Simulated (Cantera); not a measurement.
An adiabatic, constant-volume homogeneous reactor starts with CO : H2 : O2 : N2 = 1 : 0.16 : 0.586 : 5.33 (molar parts), equivalence ratio 0.99, at 1725 K and 500000 Pa. Integrator tolerance rtol = 1e-08.

Model: GRI-Mech 3.0 (53 species, 325 reactions), integrated in Cantera. The hydrogen kinetics of GRI-Mech 3.0 are dated; newer H2 mechanisms differ, most at raised pressure.

Q: What does this change do: pressure from 500000 Pa to 1100000 Pa?

A: 
```tsv
quantity	before	after
time of steepest temperature rise	5.70 µs	2.57 µs
temperature at 1.00 s	2773 K	2818 K
equilibrium temperature	2773 K	2818 K
x(CO) at 1.00 s	0.0424 (gas-phase equilibrium 0.0424)	0.0382 (gas-phase equilibrium 0.0382)
x(H2) at 1.00 s	0.00115 (gas-phase equilibrium 0.00115)	0.00101 (gas-phase equilibrium 0.00101)
x(O2) at 1.00 s	0.0158 (gas-phase equilibrium 0.0158)	0.0139 (gas-phase equilibrium 0.0139)
x(HO2) at 1.00 s	2.90e-6 (gas-phase equilibrium 2.90e-6)	3.59e-6 (gas-phase equilibrium 3.59e-6)
x(NO2) at 1.00 s	5.07e-6 (gas-phase equilibrium 5.07e-6)	6.87e-6 (gas-phase equilibrium 6.87e-6)
x(H) at 1.00 s	0.000922 (gas-phase equilibrium 0.000922)	0.000679 (gas-phase equilibrium 0.000679)
```

Q: What does this change do: pressure from 500000 Pa to 1000000 Pa?

A: 
| quantity | before | after |
|---|---|---|
| time of steepest temperature rise | 5.70 µs | 2.81 µs |
| temperature at 1.00 s | 2773 K | 2813 K |
| equilibrium temperature | 2773 K | 2813 K |
| x(CO) at 1.00 s | 0.0424 (gas-phase equilibrium 0.0424) | 0.0387 (gas-phase equilibrium 0.0387) |
| x(H2) at 1.00 s | 0.00115 (gas-phase equilibrium 0.00115) | 0.00102 (gas-phase equilibrium 0.00102) |
| x(O2) at 1.00 s | 0.0158 (gas-phase equilibrium 0.0158) | 0.0141 (gas-phase equilibrium 0.0141) |
| x(HO2) at 1.00 s | 2.90e-6 (gas-phase equilibrium 2.90e-6) | 3.50e-6 (gas-phase equilibrium 3.50e-6) |
| x(NO2) at 1.00 s | 5.07e-6 (gas-phase equilibrium 5.07e-6) | 6.62e-6 (gas-phase equilibrium 6.62e-6) |
| x(H) at 1.00 s | 0.000922 (gas-phase equilibrium 0.000922) | 0.000705 (gas-phase equilibrium 0.000705) |

Q: What does this change do: 0.37 parts H2O added?

A: 
```
quantity                                                              before                                    after
---------------------------------  -----------------------------------------  ---------------------------------------
time of steepest temperature rise                                    5.70 µs                                  7.57 µs
temperature at 1.00 s                                                 2773 K                                   2712 K
equilibrium temperature                                               2773 K                                   2712 K
x(CO) at 1.00 s                        0.0424 (gas-phase equilibrium 0.0424)    0.0350 (gas-phase equilibrium 0.0350)
x(H2) at 1.00 s                      0.00115 (gas-phase equilibrium 0.00115)  0.00329 (gas-phase equilibrium 0.00329)
x(O2) at 1.00 s                        0.0158 (gas-phase equilibrium 0.0158)    0.0137 (gas-phase equilibrium 0.0137)
x(HO2) at 1.00 s                     2.90e-6 (gas-phase equilibrium 2.90e-6)  4.19e-6 (gas-phase equilibrium 4.19e-6)
x(NO2) at 1.00 s                     5.07e-6 (gas-phase equilibrium 5.07e-6)  4.11e-6 (gas-phase equilibrium 4.11e-6)
x(H) at 1.00 s                     0.000922 (gas-phase equilibrium 0.000922)  0.00126 (gas-phase equilibrium 0.00126)
```
